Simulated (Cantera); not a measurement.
Charge: 1 mol Si, 1.8 mol HCl, 9.2 mol H₂, equilibrated at 9000 Torr.

These are equilibrium values from Cantera (NASA tables, ideal gas, pure condensed phases), not measurements of a reactor. Candidate condensed phases: Si; 19 gas species. Gases not in the tables: Si₂H₆ and higher silanes. Rates play no part.

Over these rows the condensed part is Si(s). Partial pressures as log10 of bar:

```csv
T (K),1000/T (1/K),log p SiCl₂,log p H₂,log p SiHCl₃,log p HCl,log p SiCl₄
1050,0.9524,-3.05,1.05,-0.47,-1.13,-0.68
1150,0.8696,?,1.05,-0.50,-0.84,-0.70
1250,0.8000,-1.84,1.05,-0.54,-0.59,-0.74
1350,0.7407,-1.40,1.04,-0.61,-0.40,-0.82
1450,0.6897,-1.05,1.04,-0.72,-0.25,-0.94
1550,0.6452,-0.79,1.03,-0.88,-0.14,-1.14
```

Q: Fit log p(SiCl₂) = a + b·(1000/T) to the five rows, give the apparent enthalpy, and predict the row at 1150 K.

A: Means: 1000/T = 0.7656, log p = -1.626. Sxy = -0.423365, Sxx = 0.0569546, so b = -7.43 and a = -1.626 − (-7.43)×0.7656 = 4.06.
Apparent enthalpy: −19.145 × (-7.43) = 142 kJ/mol. With the condensed phases at unit activity, 1/2 Si(s) + 1/2 SiCl₄(g) = SiCl₂(g) links this pressure to the main gases: over the six rows their terms move log p by -0.23 in all, so the slope isn't that reaction's ΔH° alone. The five rows lie within 0.06 of the line.
Prediction at 1150 K: 4.06 + (-7.43)×0.8696 = -2.40. The computed value is -2.38, 0.02 from the line.
